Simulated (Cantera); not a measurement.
A perfectly stirred reactor is fed with 3.61 % C3H8, 20.3 % O2, 76.1 % N2, at 12000 Torr; it is adiabatic with a 648 K inlet, and is followed from long to short residence time, starting on the burning branch (τ in s: 0.25, 0.098, 0.039, 0.015, 0.006, 0.0024, 0.00094, 0.00037, 0.00015, 5.8e-05).

Cantera simulation using GRI-Mech 3.0 (53 species, 325 reactions); the numbers are that mechanism's predictions, not measurements. GRI-Mech 3.0 was tuned for natural gas; its chemistry of propane as a main component is partial and can be far from experiment. The pressure lies above the range GRI-Mech 3.0 was tuned for (to about 10 atm).

x: mole fraction; the columns are a selection and need not sum to one.

```tsv
τ (s)	T (K)	x C3H8	x O2	x HCN	x H2	x HCO	x CH4
0.25	2419	5.57e-9	0.0202	2.00e-8	0.000958	1.92e-9	7.95e-9
0.098	2420	1.42e-8	0.0203	4.82e-8	0.000960	2.64e-9	2.01e-8
0.039	2420	3.53e-8	0.0206	1.08e-7	0.000966	4.44e-9	4.96e-8
0.015	2421	9.06e-8	0.0211	2.21e-7	0.000981	9.29e-9	1.24e-7
0.0060	2422	(withheld)	0.0218	(withheld)	0.00102	(withheld)	(withheld)
0.0024	2419	5.39e-7	0.0226	5.72e-7	0.00111	5.16e-8	6.68e-7
0.00094	2410	(withheld)	0.0235	(withheld)	(withheld)	(withheld)	(withheld)
0.00037	2390	3.07e-6	0.0248	1.02e-6	0.00172	3.41e-7	2.86e-6
0.00015	2356	6.74e-6	0.0268	1.27e-6	0.00237	8.68e-7	5.26e-6
5.8e-5	2303	1.51e-5	0.0299	1.61e-6	0.00335	2.34e-6	1.06e-5
```

Q: Complete the blanks.

A: 
- 0.0060, x C3H8: 2.22e-7
- 0.0060, x HCN: 3.80e-7
- 0.0060, x HCO: 2.13e-8
- 0.0060, x CH4: 2.93e-7
- 0.00094, x C3H8: 1.31e-6
- 0.00094, x HCN: 7.90e-7
- 0.00094, x H2: 0.00131
- 0.00094, x HCO: 1.32e-7
- 0.00094, x CH4: 1.45e-6
